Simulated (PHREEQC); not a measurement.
A made-up water analysis in mg/kgw, 20 °C, pH 2.58, pe 9.5: Na 2420; K 10.1; Ca 323; Mg 213; Cl 1620; S(6) as SO4 4700; Si as SiO2 4.43; Cd 59.4.

Cl is adjusted to close the charge balance.
Valence states are taken as typed.

Computed with PHREEQC (ion-association model, wateq4f.dat).

```
Quantity                  Value
----------------  -------------
ionic strength    0.167 mol/kgw
total alkalinity   -6.58 meq/kg
```

```tsv
species	molality	activity	log γ
Na+	0.100	0.0756	-0.122
Cl-	0.0487	0.0354	-0.138
SO4-2	0.0334	0.0105	-0.502
NaSO4-	0.00508	0.00385	-0.120
Mg+2	0.00501	0.00181	-0.443
Ca+2	0.00483	0.00164	-0.468
MgSO4	0.00375	0.00390	0.017
H+	0.00326	0.00263	-0.094
HSO4-	0.00325	0.00241	-0.129
```

This is a speciation only: nothing precipitates in the calculation.
